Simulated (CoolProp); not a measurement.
Vapour-liquid equilibrium of R125 (1) + R134a (2) at -92.95 °C; x and y are mole fractions of (1).

Model: multi-fluid Helmholtz-energy mixture model, Lemmon 2005 and Tillner-Roth 1994; pair parameters Lemmon 2004, in CoolProp.

```
x     bubble pressure (bar)  y at the bubble point  dew pressure at overall composition x (bar)  liquid density (mol/L)
----  ---------------------  ---------------------  -------------------------------------------  ----------------------
0.05                0.01366                      ?                                            ?                   15.26
0.2                 0.02047                  0.552                                            ?                   15.06
0.35                0.02750                  0.730                                      0.01590                   14.84
0.5                       ?                      ?                                      0.01906                       ?
0.65                0.04139                  0.903                                      0.02381                   14.40
0.8                 0.04818                  0.952                                      0.03181                   14.18
0.95                0.05496                  0.989                                      0.04787                   13.95
```

Question: Some entries are withheld; supply them.

Answer: 
- 0.05, y at the bubble point: 0.200
- 0.05, dew pressure at overall composition x (bar): 0.01197
- 0.2, dew pressure at overall composition x (bar): 0.01365
- 0.5, bubble pressure (bar): 0.03450
- 0.5, y at the bubble point: 0.835
- 0.5, liquid density (mol/L): 14.62

No azeotrope shows between x = 0.05 and 0.95.

Pair parameters are fitted to limited data, so mixtures are less certain than the pure fluids.
